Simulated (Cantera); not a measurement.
Charge: 1 mol SiC, 2.3 mol CO₂, 15 mol N₂, 0.009 mol H₂O, equilibrated at 1325 °C and 1.20e-5 bar.

Method: chemical equilibrium by Gibbs-energy minimisation in Cantera with the NASA 1993 tables (ideal gas, pure condensed phases). Candidate condensed phases: C, C₆H₆, C₇H₈, C₈H₁₈, H₂O, Si, SiC, SiO₂, Si₂N₂O, Si₃N₄; 151 gas species. The tables hold silica as quartz up to 1696 K and as liquid above; real silica turns to tridymite and cristobalite and melts near 1996 K. The numbers say what is thermodynamically allowed, not how fast it happens.

Base state: N₂ 0.787, CO 0.170, SiO 0.0392, CO₂ 0.00294, H₂ 0.000318, H 0.000274, H₂O 1.65e-5 (mole fractions); condensed: SiO₂(β-quartz).

What changes in the equilibrium state with this change: CO₂ from 2.3 to 0.035 mol?


```json
[
 {"species": "N₂", "before": "0.787", "after": "0.993"},
 {"species": "CO", "before": "0.170", "after": "0.00416"},
 {"species": "SiO", "before": "0.0392", "after": "0.00107"},
 {"species": "CO₂", "before": "0.00294", "after": "<1e-9"},
 {"species": "Si", "before": "<1e-9", "after": "0.000769"},
 {"species": "H₂O", "before": "1.65e-5", "after": "<1e-9"},
 {"species": "SiO₂(β-quartz), mol", "before": "0.253", "after": "0"},
 {"species": "SiC(s), mol", "before": "0", "after": "0.972"}
]
```

What changes in the equilibrium state with this change: CO₂ from 2.3 to 0.03 mol?


```csv
species,before,after
N₂,0.787,0.994
CO,0.170,0.00366
SiO,0.0392,0.000913
CO₂,0.00294,<1e-9
Si,<1e-9,0.000757
H₂O,1.65e-5,<1e-9
H₂,0.000318,0.000434
"SiO₂(β-quartz), mol",0.253,0
"SiC(s), mol",0,0.975
```
